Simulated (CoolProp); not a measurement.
Values from CoolProp's reference Helmholtz-energy equation of state, Zhou 2011.

### Question
Give the vapour pressure (bar), liquid density (kg/m³), vapour Z of saturated dimethyl carbonate at 60.35, 99.85, 126.15 °C.

### Answer
| T (°C) | p (bar) | liquid density (kg/m³) | vapour Z |
|---|---|---|---|
| 60.35 | 0.354 | 1020 | 0.987 |
| 99.85 | 1.37 | 960 | 0.964 |
| 126.15 | 2.83 | 921 | 0.939 |
